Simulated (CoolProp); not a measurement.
A simple Rankine cycle with R134a: condensing at 311.15 K, boiler at 2.27 MPa, turbine inlet 351.2 K, turbine efficiency 0.8, pump efficiency 0.7, no recuperator. Each further row changes one setting.

Values from CoolProp's reference Helmholtz-energy equation of state, Tillner-Roth 1994.

| case | thermal efficiency (%) | net work (kJ/kg) | heat in (kJ/kg) | turbine exit temperature (K) | volume ratio over the turbine |
|---|---|---|---|---|---|
| as stated | 6.7 | 12.1 | 182 | 315.2 | 2.58 |
| turbine inlet 371.2 K | ___ | 14.4 | 209 | 338.7 | 2.46 |
| condensing temperature 303.15 K | 8.1 | 15.6 | 193 | 307.5 | 3.25 |
| boiler pressure 1.59 MPa | 4.3 | 8.40 | 197 | 332.9 | ___ |
| turbine efficiency 0.7 | ___ | 10.4 | 182 | 316.8 | 2.60 |

### Question
Complete the blanks.

### Answer

- turbine inlet 371.2 K, thermal efficiency (%): 6.9
- boiler pressure 1.59 MPa, volume ratio over the turbine: 1.68
- turbine efficiency 0.7, thermal efficiency (%): 5.7
